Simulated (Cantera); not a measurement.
Input (Python, Cantera) and output of one run.

```python
import numpy as np
import cantera as ct

gas_names = """
    CH3 CS2 C3H8
""".split()
cond_names = """
    Ni(cr) Ni(L) NiS2(s) NiS2(L)
""".split()


# ... load() reads the species with a 1 bar reference pressure and builds the phases ...
species = {s.name: s for s in load("nasa_gas.yaml", gas_names) + load("nasa_condensed.yaml", cond_names)}
# Each term lists the table entries of one substance; the one whose range holds T is used.
reactions = {
    '8 CH3(g) + CS2(g) + Ni = NiS2 + 3 C3H8(g)':
        [(-8, ['CH3']), (-1, ['CS2']), (-1, ['Ni(cr)', 'Ni(L)']), (1, ['NiS2(s)', 'NiS2(L)']), (3, ['C3H8'])],
}


def pick(names, T):
    return next(species[n] for n in names if species[n].thermo.min_temp <= T <= species[n].thermo.max_temp)


results = []
for label, terms in reactions.items():
    print(label)
    print("     T/K   dH/kJ  dS/(J/K)   dG/kJ   log10 K")
    for T in [300, 375, 475, 575, 675, 775]:
        used = [(nu, pick(names, T)) for nu, names in terms]
        dH = sum(nu * s.thermo.h(T) for nu, s in used) / 1e6
        dS = sum(nu * s.thermo.s(T) for nu, s in used) / 1e3
        dG = dH - T * dS / 1e3
        logK = -dG * 1e6 / (ct.gas_constant * T * np.log(10))
        results.append((label, T, dH, dS, dG, logK, [s.name for _, s in used]))
        print(f"{T:8g} {dH:8.1f} {dS:8.1f} {dG:8.1f} {logK:8.2f}")
```

Output:

```
8 CH3(g) + CS2(g) + Ni = NiS2 + 3 C3H8(g)
     T/K   dH/kJ  dS/(J/K)   dG/kJ   log10 K
     300  -1737.7   -937.5  -1456.5   253.59
     375  -1743.5   -954.8  -1385.4   192.98
     475  -1748.7   -967.2  -1289.3   141.77
     575  -1751.3   -972.2  -1192.3   108.31
     675  -1751.9   -973.2  -1095.0    84.73
     775  -1750.2   -970.9   -997.7    67.25
```

Cantera with NASA thermochemical tables; ideal gases at 1 bar, condensed phases pure. Condensed species are held in their standard states even where they would react or evaporate.
